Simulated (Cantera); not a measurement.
Thermodynamics of fluorocarbon and chlorocarbon gases, feed CH3F + F2

A closed system holds: 1 mol CH3F, 0.12 mol F2, at 14.0 Pa.

Cantera equilibrium calculation (NASA polynomials, part measured and part estimated; ideal gas, pure solids and liquids). Candidate condensed phases: C, C6H6, C7H8, C8H18; 110 gas species. Ions and electrons are included (thermal ionisation). Rates play no part.

At 2227 °C the condensed part is C(graphite). From 2727 °C to 4727 °C nothing is condensed. The main C-bearing gas is C3 at 2227 °C and C at 4727 °C.

```tsv
T (°C)	log p H	log p HF	log p F	log p C	log p H2	log p C3	log p C2	n C(graphite)
2227	-4.15	-4.23	-5.96	-6.78	-5.10	-6.30	-7.34	0.957
2727	-4.09	-4.88	-4.60	-4.90	-6.58	-5.32	-5.71	0
3227	-4.10	-6.25	-4.49	-4.58	-7.74	-7.70	-6.59	0
3727	-4.10	-7.37	-4.48	-4.57	-8.60	-10.18	-7.72	0
4227	-4.10	-8.24	-4.48	-4.57	-9.27	-12.13	-8.61	0
4727	-4.10	-8.94	-4.48	-4.58	-9.81	-13.70	-9.33	0
```
log p: log10 of the partial pressure in bar; n: condensed amount in mol.
